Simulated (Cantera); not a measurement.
## Thermodynamics of silicon epitaxy and polysilicon growth, feed Si₃H₈ + Cl₂ + N₂

Charge: 1 mol Si₃H₈, 0.0081 mol Cl₂, 52 mol N₂, at 850 °C and 1.00 Torr.

Equilibrium computed with Cantera from the NASA thermochemical tables; the gas is ideal and each condensed phase is pure. Candidate condensed phases: NH₄Cl, Si, Si₃N₄; 28 gas species. The feed counts by its element totals alone. N₂ is the only nitrogen source here; it is nearly inert below about 1500 K, so the nitride shown seldom forms there in practice. Kinetics and transport are ignored.

```
Item                                  Value
--------------------------------  ---------
x(N₂)                                 0.926
x(H₂)                                0.0739
x(HCl)                             0.000300
n(Si₃N₄(s))                        1.00 mol
gas amount                        54.01 mol
log10 activity of Si(s) (absent)      -3.83
```
